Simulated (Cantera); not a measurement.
A closed system holds: 1 mol CH4, 2.5 mol H2, 0.072 mol NH3, held at 1575 K.

Cantera equilibrium calculation (NASA polynomials, part measured and part estimated; ideal gas, pure solids and liquids). Candidate condensed phases: C, C6H6, C7H8, C8H18; 92 gas species. The ideal-gas law is rough above about 30 bar. Equilibrium is a limit: real reactors are often held back by kinetics, nucleation or transport.

Problem. What share of the C ends up in condensed phases as a function of P (Pa), at 10, 160, 2500, 40000, 630000, 10000000?

Solution. 
| P (Pa) | C condensed (%) | as |
|---|---|---|
| 10 | 99.9 | C(graphite) |
| 160 | 99.9 | C(graphite) |
| 2500 | 99.9 | C(graphite) |
| 40000 | 99.6 | C(graphite) |
| 630000 | 94.8 | C(graphite) |
| 10000000 | 45.0 | C(graphite) |
